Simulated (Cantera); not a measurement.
Cantera with NASA thermochemical tables; ideal gases at 1 bar, condensed phases pure. Values are per mole of reaction as written; species without (g) are pure solids or liquids, kept so even where they would boil at 1 bar.

Problem. Between 300 and 2475 K, where is each reaction favourable under standard conditions?
- 3 CaF₂ + O₃(g) → 3 CaO + 6 F(g)

Solution. 
- 3 CaF₂ + O₃(g) → 3 CaO + 6 F(g): ΔG° is 1920 kJ at 300 K and 680 kJ at 2475 K; it stays positive (K < 1). ΔH° is 1883 kJ and ΔS° 486 J/K at 2475 K.
